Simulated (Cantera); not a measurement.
## NO annealing gas

A perfectly stirred reactor is fed with 35.7 % NO, 64.3 % N₂, at 20.3 Torr; it is held at 2025 K, and followed from long to short residence time.

Cantera simulation using GRI-Mech 3.0 (53 species, 325 reactions); the numbers are that mechanism's predictions, not measurements. Radical loss at walls, strong at low pressure, is not modelled.

```csv
τ (s),x NO,x O,x NO₂,x N₂O,x O₂
8.9,0.156,0.00160,2.90e-5,7.27e-6,0.0994
3.8,0.241,0.00126,3.37e-5,1.86e-5,0.0575
1.6,0.307,0.000903,2.84e-5,3.32e-5,0.0246
0.68,0.338,0.000655,2.06e-5,4.29e-5,0.00917
0.29,0.350,0.000507,1.53e-5,4.72e-5,0.00331
0.12,0.354,0.000389,1.17e-5,4.78e-5,0.00107
0.052,0.356,0.000269,8.49e-6,4.49e-5,0.000306
0.022,0.357,0.000143,4.82e-6,3.72e-5,6.25e-5
0.0093,0.357,5.94e-5,1.97e-6,2.54e-5,9.95e-6
```
x: mole fraction; the columns are a selection and need not sum to one.
